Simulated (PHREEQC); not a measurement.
# Buffer (model solution)

Consider water at 25 °C with 0.07 mol/kgw KHCO3, 5.8e-05 mol/kgw Na2B4O7 and 0.00018 mol/kgw NaCl. Closed to the air; pH follows from the charge balance.

All values are PHREEQC results (ion-association model, phreeqc.dat), not measurements.

This is a speciation only: nothing precipitates in the calculation.

### Question
Estimate the pH, specific conductance.

### Answer
pH 8.18; specific conductance 7090 µS/cm.

### Question
In which forms is B present?

### Answer
H3BO3 90 %, H2BO3- 9.9 % of the B.

Species that the database lacks are ignored.
